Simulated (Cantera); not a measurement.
An isothermal, constant-pressure homogeneous reactor starts with 90.3 % N₂O, 9.70 % O₂, at 1150 K and 1.50 bar.

Detailed kinetics in Cantera: GRI-Mech 3.0 (53 species, 325 reactions). GRI-Mech 3.0 was tuned for natural gas; its chemistry of N2O as a main component is partial and can be far from experiment. The mechanism lacks the step 2 NO + O2 → 2 NO2, which can matter for NO2 below about 1400 K. The temperature is held fixed by assumption; the heat of reaction is taken as removed at once.

Problem. Predict: x(N₂O) at 100 s; x(O₂) at 100 s; x(NO) at 100 s; x(NO₂) at 100 s; x(O) at 100 s.

Solution. 
```
Item                                               Value
---------------  ---------------------------------------
x(N₂O) at 100 s  3.20e-7 (gas-phase equilibrium 1.24e-8)
x(O₂) at 100 s       0.360 (gas-phase equilibrium 0.378)
x(NO) at 100 s   0.0333 (gas-phase equilibrium 0.000157)
x(NO₂) at 100 s  0.00116 (gas-phase equilibrium 5.60e-6)
x(O) at 100 s    4.10e-9 (gas-phase equilibrium 4.20e-9)
```
